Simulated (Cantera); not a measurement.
Input (Python, Cantera) and output of one run.

```python
import numpy as np
import cantera as ct

gas_names = [...]  # 113 gases of nasa_gas.yaml made of C, F, H, Si
cond_names = """
    C(gr) C6H6(L) C7H8(L) C8H18(L),n-octa Si(cr) Si(L) SiC(b)
""".split()


# ... load() reads the species with a 1 bar reference pressure and builds the phases ...
atoms = {
    'CHF3': {'C': 1, 'H': 1, 'F': 3},
    'Si': {'Si': 1},
    'H2': {'H': 2},
}
top_T = {'C(gr)': 4500, 'SiC(b)': 3050}  # K; cautious upper limits of use, not melting points


# ... equilibrate(T, P, feed) seeds the gas with the atoms and calls Mixture.equilibrate('TP', solver="vcs", rtol=1e-11, max_steps=5000) ...
results = []
feed = {'CHF3': 1, 'Si': 0.0082, 'H2': 0.29}  # mol
T = 3498  # K
P = 11  # Pa
mix = equilibrate(T, P, feed)
results.append((T, P, feed, dict(zip(mix.species_names, mix.species_moles))))
x = sorted(zip(gas.X, gas.species_names), reverse=True)
print(f"T = {T:g} K  P = {P:g} Pa  gas = {mix.phase_moles(0):.4g} mol")
print("   x: " + "  ".join(f"{s} {v:.3e}" for v, s in x if v > 0.0001))
print("   condensed (mol): " + ("  ".join(f"{mix.phase(i).name} {mix.phase_moles(i):.4g}"
      for i in range(1, mix.n_phases) if mix.phase_moles(i) > 1e-12) or "none"))
```

Output:

```
T = 3498 K  P = 11 Pa  gas = 5.555 mol
   x: F 5.355e-01  H 2.808e-01  C 1.762e-01  HF 3.562e-03  Si 1.456e-03  C2 1.283e-03  CF 9.829e-04
   condensed (mol): none
```

Equilibrium computed with Cantera from the NASA thermochemical tables; the gas is ideal and each condensed phase is pure. The tables' values for SiF are old estimates; treat these amounts as uncertain.
